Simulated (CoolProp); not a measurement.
Vapour-liquid equilibrium of propylene (1) + R22 (2) at 327.9 K; x and y are mole fractions of (1).

Values from CoolProp's multi-fluid Helmholtz-energy mixture model, Lemmon 2013 and Kamei 1995; pair parameters Bell 2016.

**Question.** Give the bubble pressure and the first vapour's composition at x = 0.05, 0.2, 0.35. Is there an azeotrope?

**Answer.** x = 0.05: 21.98 bar, y = 0.059; x = 0.2: 22.83 bar, y = 0.222; x = 0.35: 23.39 bar, y = 0.368. y crosses x between x = 0.575 and 0.65: the model has an azeotrope there.

Pair parameters are fitted to limited data, so mixtures are less certain than the pure fluids.
